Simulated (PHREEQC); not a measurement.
Solution (35 °C): 20 mmol/kgw NaH2PO4, 6.7 mmol/kgw NaF and 140 mmol/kgw NaCl. Closed to the air; pH follows from the charge balance.

Computed with PHREEQC (ion-association model, wateq4f.dat).

No solid was allowed to form.

Order these F species by the share of F that they hold, largest first: F-, HF, HF2-, NaF.

F- (93 %), NaF (4.6 %), HF (2.0 %), HF2- (0.11 %)

The pH is 4.76 and the ionic strength 0.167 mol/kgw. H3PO4, which wateq4f.dat lacks, is added to it with the constant of phreeqc.dat.
